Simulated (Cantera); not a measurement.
**Equilibrium for roasting and sulfation: FeS + SO3 + CO2 + SO2**

Charge: 1 mol FeS, 0.56 mol SO3, 4.9 mol CO2, 1.2 mol SO2, held at 0.0510 bar.

These are equilibrium values from Cantera (NASA tables, ideal gas, pure condensed phases), not measurements of a reactor. Candidate condensed phases: C, Fe, Fe(CO)5, FeO, FeS, FeSO4, FeS2, Fe2O3, Fe2(SO4)3, Fe3O4, S; 25 gas species. The tables' stoichiometric FeO is somewhat more stable than real wüstite, so its field is too wide. FeO: taken at fixed stoichiometry. Kinetics and transport are ignored.

| T (K) | log p CO2 | log p SO2 | log p CO | log p S2 | log p SO | log p S2O | log p COS | log p S | n FeO(s) | n FeO(l) |
|---|---|---|---|---|---|---|---|---|---|---|
| 1425 | -1.53 | -1.88 | -2.32 | -2.52 | -3.86 | -4.13 | -4.34 | -6.05 | 1.00 | 0 |
| 1475 | -1.54 | -1.87 | -2.23 | -2.57 | -3.71 | -4.16 | -4.39 | -5.80 | 1.00 | 0 |
| 1525 | -1.56 | -1.85 | -2.16 | -2.62 | -3.58 | -4.20 | -4.44 | -5.58 | 1.000 | 0 |
| 1575 | -1.59 | -1.84 | -2.09 | -2.68 | -3.45 | -4.24 | -4.50 | -5.37 | 1.000 | 0 |
| 1625 | -1.61 | -1.83 | -2.04 | -2.76 | -3.34 | -4.29 | -4.57 | -5.19 | 1.000 | 0 |
| 1675 | -1.63 | -1.81 | -1.99 | -2.84 | -3.24 | -4.35 | -4.65 | -5.02 | 0 | 1.000 |
| 1725 | -1.65 | -1.80 | -1.95 | -2.94 | -3.15 | -4.42 | -4.74 | -4.87 | 0 | 1.000 |
| 1775 | -1.67 | -1.80 | -1.92 | -3.05 | -3.07 | -4.51 | -4.83 | -4.74 | 0 | 1.000 |
| 1825 | -1.69 | -1.79 | -1.90 | -3.18 | -3.00 | -4.61 | -4.94 | -4.63 | 0 | 1.000 |
| 1875 | -1.71 | -1.78 | -1.88 | -3.33 | -2.95 | -4.72 | -5.06 | -4.54 | 0 | 0.999 |
log p: log10 of the partial pressure in bar; n: condensed amount in mol.

From 1425 K to 1625 K the condensed part is FeO(s). From 1675 K to 1875 K the condensed part is FeO(l). The main Fe-bearing gas is Fe throughout.
